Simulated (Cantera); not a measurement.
# SiH2Cl2 + NH3 (silicon nitride deposition)

Feed: 1 mol SiH2Cl2, 49 mol NH3, equilibrated at 1975 K and 10.0 mbar.

Cantera equilibrium calculation (NASA polynomials, part measured and part estimated; ideal gas, pure solids and liquids). Candidate condensed phases: NH4Cl, Si, Si3N4; 28 gas species. The tables' values for SiCl, SiN are old estimates; treat these amounts as uncertain. Gases not in the tables: Si2H6 and higher silanes. Kinetics and transport are ignored.

x(H2): 0.723
x(N2): 0.243
x(HCl): 0.0173
x(H): 0.0116
x(Si): 0.00323
x(SiCl2): 0.00102
x(SiCl): 0.000221
x(Cl): 0.000208
x(SiH): 0.000198
n(Si(l)): 0.496 mol
gas amount: 101.0 mol
